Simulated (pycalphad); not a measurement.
All values are pycalphad results on the COST 507 light-alloy database (1999) (1 atm), not direct measurements. The data set is of 1999 and partly superseded. The system is extrapolated from its subsystems; higher-order compounds may be missing. Amounts are mole fractions of atoms. Kinetics are ignored, which matters at the lower temperatures.

Task: Give the equilibrium state of Ti-0.25Fe-0.97Si-0.62Mn (at.%) at 817 °C.

Result: 
```
T = 1090.00 K, P = 101325 Pa, N = 1 mol of atoms
G = -53045 J/mol, H = 23139 J/mol, S = 69.89 J/(mol K)  (SER reference)
chemical potentials (J/mol): Ti -50857, Fe -126017, Si -231095, Mn -91553
phase             fraction      x(Ti)      x(Fe)      x(Si)      x(Mn)
HCP_A3              0.6447     0.9938   0.000113     0.0048     0.0013
BCC_A2              0.3432     0.9668     0.0071     0.0105     0.0156
SITI3               0.0121     0.7500       none     0.2500       none
```

Task: Give the equilibrium state of Ti-0.25Fe-0.97Si-0.62Mn (at.%) at 497 °C.

Result: hcp, fraction 0.964, with 0.02 Fe, 0.36 Si, 0.21 Mn at.%; SITI3, fraction 0.025, with no Fe, 25.0 Si, no Mn at.%; LAVES_C14, fraction 0.011, with 21.3 Fe, no Si, 38.5 Mn at.%.

Database names, with the compositions (at.%) that they take in these runs: SITI3: Ti 75 Si 25; LAVES_C14: Mn 39-46 Ti 35-40 Fe 19-21. BCC_A2 is bcc; HCP_A3 is hcp. An entry "none" or "no" means that the model of the phase leaves that element out.
